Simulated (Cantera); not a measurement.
Charge: 1 mol CaCO3, 0.56 mol CO2, 0.97 mol H2, equilibrated at 650 °C and 1.20 bar.

These are equilibrium values from Cantera (NASA tables, ideal gas, pure condensed phases), not measurements of a reactor. Candidate condensed phases: C, C6H6, C7H8, C8H18, Ca, CaCO3, CaO, Ca(OH)2, H2O; 115 gas species. Equilibrium is a limit: real reactors are often held back by kinetics, nucleation or transport.

Base state: H2 0.397, H2O 0.219, CO2 0.190, CO 0.169, CH4 0.0249 (mole fractions); condensed: CaCO3(calcite).

**Question.** What changes in the equilibrium state with this change: CO2 from 0.56 to 0.19 mol?

**Answer.** 
| species | before | after |
|---|---|---|
| H2 | 0.397 | 0.631 |
| H2O | 0.219 | 0.188 |
| CO | 0.169 | 0.0791 |
| CO2 | 0.190 | 0.0481 |
| CH4 | 0.0249 | 0.0544 |
| CaCO3(calcite), mol | 1.00 | 1.00 |

**Question.** What changes in the equilibrium state with this change: CO2 from 0.56 to 0.24 mol?

**Answer.** 
```csv
species,before,after
H2,0.397,0.582
H2O,0.219,0.200
CO,0.169,0.0988
CO2,0.190,0.0691
CH4,0.0249,0.0503
"CaCO3(calcite), mol",1.00,1.00
```

**Question.** What changes in the equilibrium state with this change: temperature from 650 °C to 1277 °C?

**Answer.** 
```tsv
species	before	after
CO2	0.190	0.326
CO	0.169	0.291
H2O	0.219	0.291
H2	0.397	0.0927
CH4	0.0249	2.83e-9
CaCO3(calcite), mol	1.00	0
CaO(s), mol	0	1.000
```
